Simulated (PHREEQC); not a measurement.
1.4 g of hydrous ferric oxide (600 m²/g; 0.2 weak and 0.005 strong sites per Fe, Dzombak-Morel constants, diffuse double layer) in 1 kg of water with 0.001 mol/kgw of an inert sodium salt and 0.0068 mol Ag2SO4 and 8.8e-05 mol NaF, at 25 °C; the pH is set by adding NaOH or the inert anion's acid. Oxygen alone is held at its pressure in air (log pO2 = -0.68). CO2 from the air is kept out. No solid was allowed to form.

Model: ion-association model, wateq4f.dat, run in PHREEQC.

```tsv
pH	S sorbed (%)	Ag sorbed (%)	F sorbed (%)	surface charge σ (C/m²)	surface potential ψ (mV)
4	21.9	0.0	24.9	0.023	60
4.38	21.6	0.0	26.1	0.023	60
4.75	21.0	0.1	26.5	0.023	59
5.12	19.9	0.4	26.6	[?]	57
5.5	18.1	0.5	26.3	0.020	54
5.88	15.7	0.7	25.5	0.018	50
6.25	12.6	1.1	24.0	0.016	[?]
6.62	9.1	[?]	21.2	0.013	38
7	5.2	5.5	16.3	0.010	30
7.38	2.2	10.6	[?]	0.007	21
7.75	0.6	15.7	4.3	0.003	10
8.12	0.1	19.5	1.5	-0.001	-3
8.5	0.0	21.7	0.5	-0.004	[?]
8.88	0.0	22.7	0.2	-0.005	-15
9.25	0.0	23.1	0.1	-0.005	-16
9.62	0.0	23.2	0.0	-0.005	-16
10	0.0	23.3	0.0	-0.005	-16
```

Task: What belongs in the gaps?

Result: 
- 5.12, surface charge σ (C/m²): 0.022
- 6.25, surface potential ψ (mV): 44
- 6.62, Ag sorbed (%): 2.4
- 7.38, F sorbed (%): 9.7
- 8.5, surface potential ψ (mV): -12

Along this series the solution becomes supersaturated in solids that the run did not let form, among them Ag2O. Species that the database lacks are ignored.
